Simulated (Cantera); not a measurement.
## Tantalum, niobium, vanadium and zirconium in process gases: Nb + H₂O

Charge: 1 mol Nb, a varied amount of H₂O, held at 702 °C and 0.158 Torr.

Method: chemical equilibrium by Gibbs-energy minimisation in Cantera with the NASA 1993 tables (ideal gas, pure condensed phases). Candidate condensed phases: H₂O, Nb, NbO, NbO₂, Nb₂O₅; 12 gas species. NbO: taken at fixed stoichiometry. Condensed phases not in the tables: the oxides between NbO₂ and Nb₂O₅. Kinetics and transport are ignored.

```json
[
 {"n(H₂O) (mol)": "1.2", "log p H₂": "-3.68", "log p H₂O": "-8.64", "log p H": "-10.78", "n NbO(s)": "0.800", "n NbO₂(s)": "0.200", "n Nb₂O₅(s)": "0"},
 {"n(H₂O) (mol)": "1.7", "log p H₂": "-3.68", "log p H₂O": "-8.64", "log p H": "-10.78", "n NbO(s)": "0.300", "n NbO₂(s)": "0.700", "n Nb₂O₅(s)": "0"},
 {"n(H₂O) (mol)": "2.2", "log p H₂": "-3.68", "log p H₂O": "-6.03", "log p H": "-10.78", "n NbO(s)": "0", "n NbO₂(s)": "0.620", "n Nb₂O₅(s)": "0.190"},
 {"n(H₂O) (mol)": "3", "log p H₂": "-3.76", "log p H₂O": "-4.46", "log p H": "-10.82", "n NbO(s)": "0", "n NbO₂(s)": "0", "n Nb₂O₅(s)": "0.500"},
 {"n(H₂O) (mol)": "4.1", "log p H₂": "-3.89", "log p H₂O": "-4.09", "log p H": "-10.89", "n NbO(s)": "0", "n NbO₂(s)": "0", "n Nb₂O₅(s)": "0.500"},
 {"n(H₂O) (mol)": "5.5", "log p H₂": "-4.02", "log p H₂O": "-3.94", "log p H": "-10.95", "n NbO(s)": "0", "n NbO₂(s)": "0", "n Nb₂O₅(s)": "0.500"},
 {"n(H₂O) (mol)": "7.4", "log p H₂": "-4.15", "log p H₂O": "-3.86", "log p H": "-11.02", "n NbO(s)": "0", "n NbO₂(s)": "0", "n Nb₂O₅(s)": "0.500"},
 {"n(H₂O) (mol)": "10", "log p H₂": "-4.28", "log p H₂O": "-3.80", "log p H": "-11.08", "n NbO(s)": "0", "n NbO₂(s)": "0", "n Nb₂O₅(s)": "0.500"},
 {"n(H₂O) (mol)": "14", "log p H₂": "-4.43", "log p H₂O": "-3.76", "log p H": "-11.15", "n NbO(s)": "0", "n NbO₂(s)": "0", "n Nb₂O₅(s)": "0.500"},
 {"n(H₂O) (mol)": "18", "log p H₂": "-4.54", "log p H₂O": "-3.74", "log p H": "-11.21", "n NbO(s)": "0", "n NbO₂(s)": "0", "n Nb₂O₅(s)": "0.500"},
 {"n(H₂O) (mol)": "25", "log p H₂": "-4.68", "log p H₂O": "-3.72", "log p H": "-11.28", "n NbO(s)": "0", "n NbO₂(s)": "0", "n Nb₂O₅(s)": "0.500"}
]
```
log p: log10 of the partial pressure in bar; n: condensed amount in mol.

From 1.2 mol H₂O to 1.7 mol H₂O the condensed part is NbO(s) + NbO₂(s). At 2.2 mol H₂O the condensed part is NbO₂(s) + Nb₂O₅(s). From 3 mol H₂O to 25 mol H₂O the condensed part is Nb₂O₅(s).
